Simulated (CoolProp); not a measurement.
Vapour-liquid equilibrium of R143a (1) + R152A (2) at 0.00606 MPa; x and y are mole fractions of (1).

Model: multi-fluid Helmholtz-energy mixture model, Lemmon and Jacobsen 2000 and Outcalt 1996; pair parameters Bell 2016, in CoolProp.

| x | bubble temperature, mixture model (K) | bubble temperature, Raoult's law (K) | y, mixture model | y, Raoult's law |
|---|---|---|---|---|
| 0.05 | … | 198.0 | 0.231 | 0.179 |
| 0.15 | 193.0 | 194.7 | 0.496 | 0.431 |
| 0.25 | 190.2 | 191.9 | 0.642 | 0.597 |
| 0.35 | 188.0 | 189.6 | 0.734 | 0.711 |
| 0.45 | … | 187.7 | 0.799 | 0.793 |
| 0.55 | 185.0 | 186.0 | 0.848 | 0.854 |
| 0.65 | … | 184.4 | … | 0.901 |
| 0.75 | 182.7 | 183.1 | … | 0.937 |
| 0.85 | 181.7 | 181.9 | 0.956 | 0.966 |
| 0.95 | 180.7 | 180.8 | 0.986 | 0.990 |

Q: Complete the blanks.

A: 
- 0.05, bubble temperature, mixture model (K): 197.1
- 0.45, bubble temperature, mixture model (K): 186.4
- 0.65, bubble temperature, mixture model (K): 183.8
- 0.65, y, mixture model: 0.889
- 0.75, y, mixture model: 0.925

The largest gap from Raoult's law is -1.7 K in bubble temperature, at x = 0.25. No azeotrope shows between x = 0.05 and 0.95.

The pair parameters rest on a limited set of measurements; away from them the model extrapolates.
